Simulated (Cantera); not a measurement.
An isothermal, constant-pressure homogeneous reactor starts with CH₄ : O₂ : N₂ = 0.0022 : 0.045 : 1 (molar parts), equivalence ratio 0.098, at 1150 K and 15.0 bar.

Cantera simulation using GRI-Mech 3.0 (53 species, 325 reactions); the numbers are that mechanism's predictions, not measurements. The pressure lies above the range GRI-Mech 3.0 was tuned for (to about 10 atm).

x: mole fraction; the columns are a selection and need not sum to one.

```json
[
 {"t (s)": "2.00e-5", "x CH₄": "0.00210", "x O₂": "0.0430", "x HO₂": "4.67e-10", "x C₂H₂": "<1e-12", "x CH₂O": "1.19e-11", "x CO": "<1e-12"},
 {"t (s)": "7.13e-5", "x CH₄": "0.00210", "x O₂": "0.0430", "x HO₂": "1.67e-9", "x C₂H₂": "<1e-12", "x CH₂O": "1.54e-10", "x CO": "<1e-12"},
 {"t (s)": "0.000254", "x CH₄": "0.00210", "x O₂": "0.0430", "x HO₂": "6.02e-9", "x C₂H₂": "<1e-12", "x CH₂O": "[?]", "x CO": "3.03e-12"},
 {"t (s)": "0.000906", "x CH₄": "0.00210", "x O₂": "0.0430", "x HO₂": "2.31e-8", "x C₂H₂": "<1e-12", "x CH₂O": "[?]", "x CO": "1.76e-10"},
 {"t (s)": "0.00323", "x CH₄": "0.00210", "x O₂": "0.0430", "x HO₂": "1.36e-7", "x C₂H₂": "<1e-12", "x CH₂O": "[?]", "x CO": "2.15e-8"},
 {"t (s)": "0.0115", "x CH₄": "0.00204", "x O₂": "0.0429", "x HO₂": "1.85e-6", "x C₂H₂": "2.41e-10", "x CH₂O": "[?]", "x CO": "1.00e-5"},
 {"t (s)": "0.0410", "x CH₄": "6.74e-5", "x O₂": "0.0396", "x HO₂": "3.46e-6", "x C₂H₂": "1.42e-7", "x CH₂O": "[?]", "x CO": "0.00135"},
 {"t (s)": "0.146", "x CH₄": "5.92e-7", "x O₂": "0.0391", "x HO₂": "1.20e-6", "x C₂H₂": "7.40e-11", "x CH₂O": "[?]", "x CO": "0.000736"},
 {"t (s)": "0.521", "x CH₄": "3.62e-11", "x O₂": "0.0389", "x HO₂": "4.74e-7", "x C₂H₂": "2.44e-11", "x CH₂O": "4.02e-12", "x CO": "0.000179"},
 {"t (s)": "1.86", "x CH₄": "<1e-12", "x O₂": "0.0388", "x HO₂": "5.34e-8", "x C₂H₂": "1.27e-11", "x CH₂O": "<1e-12", "x CO": "9.36e-6"},
 {"t (s)": "6.62", "x CH₄": "<1e-12", "x O₂": "0.0388", "x HO₂": "8.52e-10", "x C₂H₂": "<1e-12", "x CH₂O": "<1e-12", "x CO": "1.53e-11"},
 {"t (s)": "23.6", "x CH₄": "<1e-12", "x O₂": "0.0388", "x HO₂": "8.53e-10", "x C₂H₂": "<1e-12", "x CH₂O": "<1e-12", "x CO": "1.44e-11"},
 {"t (s)": "84.2", "x CH₄": "<1e-12", "x O₂": "0.0388", "x HO₂": "8.53e-10", "x C₂H₂": "<1e-12", "x CH₂O": "<1e-12", "x CO": "1.44e-11"},
 {"t (s)": "300", "x CH₄": "<1e-12", "x O₂": "0.0388", "x HO₂": "8.53e-10", "x C₂H₂": "<1e-12", "x CH₂O": "<1e-12", "x CO": "1.44e-11"}
]
```

**Question.** Some entries are withheld; supply them.

**Answer.** 
- 0.000254, x CH₂O: 2.10e-9
- 0.000906, x CH₂O: 3.48e-8
- 0.00323, x CH₂O: 9.98e-7
- 0.0115, x CH₂O: 3.76e-5
- 0.0410, x CH₂O: 7.82e-6
- 0.146, x CH₂O: 6.50e-8
